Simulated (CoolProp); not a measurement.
Vapour-liquid equilibrium of dimethyl ether (1) + R236FA (2) at 252.4 K; x and y are mole fractions of (1).

The numbers come from the multi-fluid Helmholtz-energy mixture model, Wu 2011 and Pan 2012; pair parameters Bell 2016 in CoolProp.

```
x      bubble pressure, mixture model (MPa)  bubble pressure, Raoult's law (MPa)  y, mixture model  y, Raoult's law
-----  ------------------------------------  -----------------------------------  ----------------  ---------------
0.05                                0.04271                              0.04607             0.063            0.131
0.125                               0.04389                              0.05194             0.166            0.290
0.2                                 0.04565                              0.05780             0.278            0.417
0.275                               0.04815                              0.06367             0.395            0.520
0.35                                0.05158                              0.06954             0.512            0.606
0.425                               0.05610                              0.07540             0.622            0.678
0.5                                 0.06181                              0.08127             0.720            0.741
0.575                               0.06874                              0.08713             0.802            0.794
0.65                                0.07681                              0.09300             0.867            0.841
0.725                               0.08582                              0.09887             0.917            0.883
0.8                                 0.09543                               0.1047             0.952            0.919
0.875                                0.1052                               0.1106             0.976            0.952
0.95                                 0.1146                               0.1165             0.993            0.982
```

The largest gap from Raoult's law is -25.8 % in bubble pressure, at x = 0.35. No azeotrope shows between x = 0.05 and 0.95.

Pair parameters are fitted to limited data, so mixtures are less certain than the pure fluids.
